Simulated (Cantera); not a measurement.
A Cantera script and its output.

```python
import numpy as np
import cantera as ct

gas = ct.Solution("h2o2.yaml")
gas.TPX = 475, 39000, {'H2': 1, 'O2': 0.625, 'N2': 2.38}
flame = ct.FreeFlame(gas, width=0.077)
flame.set_refine_criteria(ratio=3, slope=0.08, curve=0.16)
flame.transport_model = "mixture-averaged"
flame.solve(loglevel=0, auto=True)
z, T = flame.grid, flame.T
thick = (T[-1] - T[0]) / np.gradient(T, z).max()
show = ['H2', 'O2', 'HO2', 'H2O', 'H2O2', 'O']
print(f"laminar burning velocity  {flame.velocity[0] * 100:.3f} cm/s")
print(f"burnt temperature         {T[-1]:.1f} K")
print(f"thermal thickness         {thick * 1e3:.4f} mm")
print(f"grid points               {len(z)}")
z0 = z[flame.heat_release_rate.argmax()]
print(f"{'z/mm':>9s}{'T/K':>9s}{'u/(m/s)':>9s}" + "".join(f"{s:>11s}" for s in show))
rows = []
for k in (-3, -2, -1.5, -1, -0.5, -0.25, 0, 0.25, 0.5, 1, 2, 4, 8):
    zz = z0 + k * thick
    rows.append([k * thick, np.interp(zz, z, T), np.interp(zz, z, flame.velocity),
                 *(np.interp(zz, z, flame.X[gas.species_index(s)]) for s in show)])
    print(f"{rows[-1][0] * 1e3:9.3f}{rows[-1][1]:9.1f}{rows[-1][2]:9.3f}" + "".join(f"{x:11.3e}" for x in rows[-1][3:]))
```

It prints:

```
laminar burning velocity  374.541 cm/s
burnt temperature         2257.6 K
thermal thickness         1.4272 mm
grid points               130
     z/mm      T/K  u/(m/s)         H2         O2        HO2        H2O       H2O2          O
   -4.282    475.0    3.745  2.497e-01  1.561e-01  1.182e-13  2.096e-13  6.300e-16  2.767e-15
   -2.854    475.0    3.745  2.497e-01  1.561e-01  1.809e-11  2.492e-11  1.049e-13  4.627e-13
   -2.141    475.0    3.745  2.497e-01  1.561e-01  4.549e-10  5.330e-10  2.720e-12  1.041e-11
   -1.427    475.0    3.745  2.496e-01  1.561e-01  9.802e-08  8.145e-08  6.498e-10  1.386e-09
   -0.714    483.5    3.796  2.459e-01  1.566e-01  1.126e-04  3.042e-04  3.280e-06  2.524e-06
   -0.357    678.4    5.203  2.146e-01  1.531e-01  1.265e-04  1.624e-02  1.884e-05  1.650e-04
    0.000   1106.1    8.201  1.185e-01  1.180e-01  4.838e-05  9.632e-02  2.775e-06  4.868e-03
    0.357   1408.7   10.327  4.220e-02  6.533e-02  2.261e-05  1.872e-01  2.393e-06  1.271e-02
    0.714   1552.4   11.308  2.888e-02  5.216e-02  1.544e-05  2.095e-01  1.479e-06  1.401e-02
    1.427   1702.6   12.290  2.636e-02  4.757e-02  1.133e-05  2.204e-01  7.629e-07  1.254e-02
    2.854   1854.4   13.249  2.321e-02  4.404e-02  8.071e-06  2.319e-01  3.909e-07  9.966e-03
    5.709   1995.1   14.109  1.836e-02  4.087e-02  5.432e-06  2.443e-01  2.244e-07  7.069e-03
   11.418   2112.9   14.809  1.271e-02  3.835e-02  3.575e-06  2.564e-01  1.492e-07  4.428e-03
```

Computed with Cantera and the H2/O2 subset of GRI-Mech 3.0, which has no nitrogen chemistry. Burning velocities carry a grid error of a few per cent, more on coarse grids.
